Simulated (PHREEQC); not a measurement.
Dissolve 46 mmol/kgw HF and 34 mmol/kgw (CH3)4NF at 25 °C. It is in equilibrium with CO2 at log p = -3.5 (atm). Otherwise closed; pH follows from the charge balance.

All values are PHREEQC results (ion-association model, wateq4f.dat), not measurements.

This is a speciation only: nothing precipitates in the calculation.

Problem. Order these F species by the share of F that they hold, largest first: F-, HF2-, H2F2, HF.

Solution. HF (43 %), F- (39 %), HF2- (10 %), H2F2 (7.8 %)

The pH is 3.04 and the ionic strength 0.0350 mol/kgw. (CH3)4N+ isn't in the database: it is added as a free cation with an ion size of 4 Å. wateq4f.dat counts part of the HF as a dimer, H2F2, which phreeqc.dat doesn't know; its constant is uncertain.
